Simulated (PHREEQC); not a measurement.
Solution (20 °C): 0.16 mol/kgw CuSO4, 0.094 mol/kgw HCl and 0.00074 mol/kgw FeCl3. Closed to the air; pH follows from the charge balance.

Computed with PHREEQC (ion-association model, phreeqc.dat).

Precipitation was switched off in this run.

Question: Order these Cl species by the share of Cl that they hold, largest first: CuCl2, Cl-, CuCl+.

Answer: Cl- (95 %), CuCl+ (5.2 %), CuCl2 (0.20 %)

The pH is 1.46 and the ionic strength 0.397 mol/kgw. Saturation is exceeded, for instance for Hematite (slow to form); the values hold only as long as no solid forms. Complexes and solids missing from the database can't appear.
